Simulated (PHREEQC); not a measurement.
Consider water at 60 °C with 0.024 mol/kgw HCl and 0.00021 mol/kgw LiCl. Closed to the air; pH follows from the charge balance.

Model: ion-association model, phreeqc.dat, run in PHREEQC.

No solid was allowed to form.

### Question
Predict the pH, specific conductance.

### Answer
pH 1.68; specific conductance 17500 µS/cm.

Species that the database lacks are ignored. Away from 25 °C the constants follow the database's enthalpies or fits; those with neither stay at their 25 °C values.
